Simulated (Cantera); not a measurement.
## Moist CO burnout

A perfectly stirred reactor is fed with 1.28 % CO, 14.9 % O2, 8.71 % H2O, 75.1 % N2, at 9.87 atm; it is held at 1375 K, and followed from long to short residence time.

Detailed kinetics in Cantera: GRI-Mech 3.0 (53 species, 325 reactions).

| τ (s) | x CO | x O2 | x H2O | x NO | x CO2 | x NO2 | x H2O2 |
|---|---|---|---|---|---|---|---|
| 4.3 | 8.59e-6 | 0.143 | 0.0877 | 5.12e-8 | 0.0129 | 1.52e-9 | 1.13e-8 |
| 1.5 | 2.32e-5 | 0.143 | 0.0877 | 2.48e-8 | 0.0129 | 1.08e-9 | 1.33e-8 |
| 0.54 | 5.88e-5 | 0.143 | 0.0877 | 1.52e-8 | 0.0128 | 1.13e-9 | 1.74e-8 |
| 0.19 | 0.000149 | 0.143 | 0.0877 | 1.13e-8 | 0.0127 | 1.61e-9 | 2.60e-8 |
| 0.067 | 0.000371 | 0.143 | 0.0876 | 9.69e-9 | 0.0125 | 2.61e-9 | 4.57e-8 |
| 0.024 | 0.000868 | 0.143 | 0.0876 | 8.50e-9 | 0.0120 | 3.75e-9 | 9.50e-8 |
| 0.0084 | 0.00189 | 0.144 | 0.0876 | 6.60e-9 | 0.0110 | 3.82e-9 | 2.22e-7 |
| 0.0030 | 0.00365 | 0.145 | 0.0875 | 4.25e-9 | 0.00922 | 2.59e-9 | 4.90e-7 |
| 0.0010 | 0.00635 | 0.146 | 0.0873 | 2.03e-9 | 0.00650 | 1.13e-9 | 9.74e-7 |
| 0.00037 | 0.00900 | 0.147 | 0.0872 | 7.89e-10 | 0.00383 | 3.73e-10 | 1.46e-6 |
x: mole fraction; the columns are a selection and need not sum to one.
